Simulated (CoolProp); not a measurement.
R134a along the isotherm 455 K: density (kg/m³) from the reference equation and from simpler models built on Tc = 374.2 K, pc = 4059 kPa, ω = 0.327; each cubic takes its own stable root.

Values from CoolProp's reference Helmholtz-energy equation of state, Tillner-Roth 1994.

```json
[
 {"p (kPa)": "1450", "phase": "gas", "reference": "41.72", "ideal gas": "39.11", "van der Waals": "41.98", "Redlich-Kwong": "42.05", "Soave-Redlich-Kwong": "41.55", "Peng-Robinson": "42.01"},
 {"p (kPa)": "2900", "phase": "gas", "reference": "89.66", "ideal gas": "78.21", "van der Waals": "91.41", "Redlich-Kwong": "91.29", "Soave-Redlich-Kwong": "88.68", "Peng-Robinson": "90.68"},
 {"p (kPa)": "4350", "phase": "supercritical", "reference": "145.7", "ideal gas": "117.3", "van der Waals": "152.4", "Redlich-Kwong": "150.3", "Soave-Redlich-Kwong": "142.5", "Peng-Robinson": "147.3"},
 {"p (kPa)": "5800", "phase": "supercritical", "reference": "211.7", "ideal gas": "156.4", "van der Waals": "232.2", "Redlich-Kwong": "222.2", "Soave-Redlich-Kwong": "203.6", "Peng-Robinson": "212.5"},
 {"p (kPa)": "7250", "phase": "supercritical", "reference": "288.9", "ideal gas": "195.5", "van der Waals": "333.2", "Redlich-Kwong": "307.1", "Soave-Redlich-Kwong": "271.0", "Peng-Robinson": "285.0"},
 {"p (kPa)": "8700", "phase": "supercritical", "reference": "374.6", "ideal gas": "234.6", "van der Waals": "421.7", "Redlich-Kwong": "395.5", "Soave-Redlich-Kwong": "340.8", "Peng-Robinson": "360.6"},
 {"p (kPa)": "10100", "phase": "supercritical", "reference": "457.9", "ideal gas": "272.4", "van der Waals": "478.8", "Redlich-Kwong": "470.8", "Soave-Redlich-Kwong": "405.0", "Peng-Robinson": "430.7"},
 {"p (kPa)": "11600", "phase": "supercritical", "reference": "537.8", "ideal gas": "312.9", "van der Waals": "521.3", "Redlich-Kwong": "535.8", "Soave-Redlich-Kwong": "466.4", "Peng-Robinson": "498.3"},
 {"p (kPa)": "13000", "phase": "supercritical", "reference": "599.8", "ideal gas": "350.6", "van der Waals": "551.2", "Redlich-Kwong": "584.5", "Soave-Redlich-Kwong": "515.9", "Peng-Robinson": "553.4"},
 {"p (kPa)": "14500", "phase": "supercritical", "reference": "653.9", "ideal gas": "391.1", "van der Waals": "576.7", "Redlich-Kwong": "627.5", "Soave-Redlich-Kwong": "561.5", "Peng-Robinson": "604.5"},
 {"p (kPa)": "15900", "phase": "supercritical", "reference": "695.4", "ideal gas": "428.8", "van der Waals": "596.6", "Redlich-Kwong": "661.4", "Soave-Redlich-Kwong": "598.2", "Peng-Robinson": "646.1"},
 {"p (kPa)": "17400", "phase": "supercritical", "reference": "732.7", "ideal gas": "469.3", "van der Waals": "614.8", "Redlich-Kwong": "692.7", "Soave-Redlich-Kwong": "632.7", "Peng-Robinson": "685.1"},
 {"p (kPa)": "18800", "phase": "supercritical", "reference": "762.5", "ideal gas": "507.0", "van der Waals": "629.6", "Redlich-Kwong": "718.4", "Soave-Redlich-Kwong": "661.2", "Peng-Robinson": "717.5"},
 {"p (kPa)": "20300", "phase": "supercritical", "reference": "790.2", "ideal gas": "547.5", "van der Waals": "643.7", "Redlich-Kwong": "743.0", "Soave-Redlich-Kwong": "688.5", "Peng-Robinson": "748.6"}
]
```
